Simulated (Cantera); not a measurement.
# Al(CH₃)₃ + O₂ + N₂ + N₂O (aluminium nitride and oxide growth)

Feed: 1 mol Al(CH₃)₃, 0.44 mol O₂, 14 mol N₂, a varied amount of N₂O, equilibrated at 1823.15 K and 5.20 mbar.

Equilibrium computed with Cantera from the NASA thermochemical tables; the gas is ideal and each condensed phase is pure. Candidate condensed phases: Al, AlN, Al₂O₃, C, C₆H₆, C₇H₈, C₈H₁₈, H₂O; 148 gas species. The feed counts by its element totals alone. Kinetics and transport are ignored.

From 4.1 mol N₂O to 26 mol N₂O the condensed part is Al₂O₃(s).

| n(N₂O) (mol) | x N₂ | x H₂ | x O₂ | x H₂O | x CO | x CO₂ | n Al₂O₃(s) |
|---|---|---|---|---|---|---|---|
| 4.1 | 0.706 | 0.159 | 8.48e-9 | 0.0158 | 0.114 | 0.00291 | 0.500 |
| 4.7 | 0.713 | 0.136 | 5.39e-8 | 0.0342 | 0.107 | 0.00690 | 0.500 |
| 5.5 | 0.721 | 0.109 | 2.30e-7 | 0.0565 | 0.0980 | 0.0130 | 0.500 |
| 6.5 | 0.731 | 0.0791 | 8.85e-7 | 0.0805 | 0.0849 | 0.0221 | 0.500 |
| 7.6 | 0.742 | 0.0518 | 3.31e-6 | 0.102 | 0.0685 | 0.0345 | 0.500 |
| 8.8 | 0.752 | 0.0285 | 1.50e-5 | 0.119 | 0.0478 | 0.0512 | 0.500 |
| 10 | 0.761 | 0.0115 | 0.000111 | 0.131 | 0.0243 | 0.0708 | 0.500 |
| 12 | 0.764 | 0.00103 | 0.0137 | 0.130 | 0.00264 | 0.0855 | 0.500 |
| 14 | 0.756 | 0.000566 | 0.0383 | 0.120 | 0.00147 | 0.0796 | 0.500 |
| 16 | 0.749 | 0.000419 | 0.0598 | 0.111 | 0.00109 | 0.0739 | 0.500 |
| 19 | 0.740 | 0.000312 | 0.0868 | 0.0996 | 0.000817 | 0.0666 | 0.500 |
| 22 | 0.733 | 0.000253 | 0.109 | 0.0903 | 0.000663 | 0.0605 | 0.500 |
| 26 | 0.725 | 0.000204 | 0.133 | 0.0804 | 0.000535 | 0.0540 | 0.500 |
x: gas mole fraction; n: condensed amount in mol.
